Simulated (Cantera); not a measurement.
An adiabatic, constant-volume homogeneous reactor starts with 16.4 % CH3OH, 17.5 % O2, 66.1 % N2, equivalence ratio 1.4, at 1548 K and 5.00 bar.

Detailed kinetics in Cantera: GRI-Mech 3.0 (53 species, 325 reactions). GRI-Mech 3.0 was tuned for natural gas; its chemistry of methanol as a main component is partial and can be far from experiment. Above 3000 K some thermodynamic fits are extrapolated.

Predict: time of steepest temperature rise; temperature at 7.00 s; equilibrium temperature; x(O2) at 7.00 s; x(H) at 7.00 s; x(H2O) at 7.00 s.


| Property | Result |
|---|---|
| time of steepest temperature rise | 28.4 µs |
| temperature at 7.00 s | 3064 K |
| equilibrium temperature | 3064 K |
| x(O2) at 7.00 s | 0.00455 (gas-phase equilibrium 0.00455) |
| x(H) at 7.00 s | 0.0127 (gas-phase equilibrium 0.0127) |
| x(H2O) at 7.00 s | 0.211 (gas-phase equilibrium 0.211) |
